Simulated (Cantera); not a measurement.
## Adiabatic ignition

An adiabatic, constant-volume homogeneous reactor starts with 14.6 % CH₄, 0.525 % C₂H₆, 14.7 % O₂, 55.6 % N₂, 14.6 % H₂O, at 1523 K and 27.0 bar.

Computed with Cantera and GRI-Mech 3.0 (53 species, 325 reactions). The pressure lies above the range GRI-Mech 3.0 was tuned for (to about 10 atm).

```json
[
 {"t (s)": "8.00e-6", "T (K)": "1524", "P (bar)": "27.0", "x CH₄": "0.145", "x C₂H₆": "0.00513", "x O₂": "0.147", "x NO": "<1e-12", "x OH": "9.42e-7", "x CH₂CO": "5.09e-7", "x H": "3.65e-7"},
 {"t (s)": "1.83e-5", "T (K)": "1532", "P (bar)": "27.2", "x CH₄": "0.143", "x C₂H₆": "0.00507", "x O₂": "0.146", "x NO": "1.94e-12", "x OH": "1.58e-6", "x CH₂CO": "6.74e-6", "x H": "7.06e-7"},
 {"t (s)": "4.20e-5", "T (K)": "1603", "P (bar)": "28.6", "x CH₄": "0.130", "x C₂H₆": "0.00491", "x O₂": "0.135", "x NO": "5.62e-11", "x OH": "8.28e-6", "x CH₂CO": "0.000183", "x H": "5.04e-6"},
 {"t (s)": "9.61e-5", "T (K)": "2634", "P (bar)": "54.5", "x CH₄": "3.61e-8", "x C₂H₆": "<1e-12", "x O₂": "3.92e-6", "x NO": "0.000125", "x OH": "0.000774", "x CH₂CO": "1.43e-10", "x H": "0.00245"},
 {"t (s)": "0.000220", "T (K)": "2634", "P (bar)": "54.5", "x CH₄": "1.35e-8", "x C₂H₆": "<1e-12", "x O₂": "3.93e-6", "x NO": "0.000112", "x OH": "0.000774", "x CH₂CO": "2.94e-11", "x H": "0.00245"},
 {"t (s)": "0.000504", "T (K)": "2634", "P (bar)": "54.5", "x CH₄": "1.35e-8", "x C₂H₆": "<1e-12", "x O₂": "3.93e-6", "x NO": "0.000101", "x OH": "0.000775", "x CH₂CO": "2.94e-11", "x H": "0.00245"},
 {"t (s)": "0.00115", "T (K)": "2634", "P (bar)": "54.5", "x CH₄": "1.34e-8", "x C₂H₆": "<1e-12", "x O₂": "3.93e-6", "x NO": "9.72e-5", "x OH": "0.000775", "x CH₂CO": "2.93e-11", "x H": "0.00245"},
 {"t (s)": "0.00264", "T (K)": "2634", "P (bar)": "54.5", "x CH₄": "1.34e-8", "x C₂H₆": "<1e-12", "x O₂": "3.93e-6", "x NO": "9.71e-5", "x OH": "0.000775", "x CH₂CO": "2.93e-11", "x H": "0.00245"},
 {"t (s)": "0.00605", "T (K)": "2634", "P (bar)": "54.5", "x CH₄": "1.34e-8", "x C₂H₆": "<1e-12", "x O₂": "3.93e-6", "x NO": "9.71e-5", "x OH": "0.000775", "x CH₂CO": "2.93e-11", "x H": "0.00245"},
 {"t (s)": "0.0139", "T (K)": "2634", "P (bar)": "54.5", "x CH₄": "1.34e-8", "x C₂H₆": "<1e-12", "x O₂": "3.93e-6", "x NO": "9.71e-5", "x OH": "0.000775", "x CH₂CO": "2.93e-11", "x H": "0.00245"},
 {"t (s)": "0.0317", "T (K)": "2634", "P (bar)": "54.5", "x CH₄": "1.34e-8", "x C₂H₆": "<1e-12", "x O₂": "3.93e-6", "x NO": "9.71e-5", "x OH": "0.000775", "x CH₂CO": "2.93e-11", "x H": "0.00245"},
 {"t (s)": "0.0727", "T (K)": "2634", "P (bar)": "54.5", "x CH₄": "1.34e-8", "x C₂H₆": "<1e-12", "x O₂": "3.93e-6", "x NO": "9.71e-5", "x OH": "0.000775", "x CH₂CO": "2.93e-11", "x H": "0.00245"},
 {"t (s)": "0.167", "T (K)": "2634", "P (bar)": "54.5", "x CH₄": "1.34e-8", "x C₂H₆": "<1e-12", "x O₂": "3.93e-6", "x NO": "9.71e-5", "x OH": "0.000775", "x CH₂CO": "2.93e-11", "x H": "0.00245"},
 {"t (s)": "0.381", "T (K)": "2634", "P (bar)": "54.5", "x CH₄": "1.34e-8", "x C₂H₆": "<1e-12", "x O₂": "3.93e-6", "x NO": "9.71e-5", "x OH": "0.000775", "x CH₂CO": "2.93e-11", "x H": "0.00245"},
 {"t (s)": "0.873", "T (K)": "2634", "P (bar)": "54.5", "x CH₄": "1.34e-8", "x C₂H₆": "<1e-12", "x O₂": "3.93e-6", "x NO": "9.71e-5", "x OH": "0.000775", "x CH₂CO": "2.93e-11", "x H": "0.00245"},
 {"t (s)": "2.00", "T (K)": "2634", "P (bar)": "54.5", "x CH₄": "1.34e-8", "x C₂H₆": "<1e-12", "x O₂": "3.93e-6", "x NO": "9.71e-5", "x OH": "0.000775", "x CH₂CO": "2.93e-11", "x H": "0.00245"}
]
```
x: mole fraction; the columns are a selection and need not sum to one.

```yaml
time_of_steepest_temperature_rise: 54.1 µs
temperature at 2.00 s: 2634 K
equilibrium_temperature: 2634 K
x(CH₄) at 2.00 s: 1.34e-8 (gas-phase equilibrium 1.49e-8)
x(C₂H₆) at 2.00 s: <1e-12 (gas-phase equilibrium <1e-12)
x(O₂) at 2.00 s: 3.93e-6 (gas-phase equilibrium 3.93e-6)
```
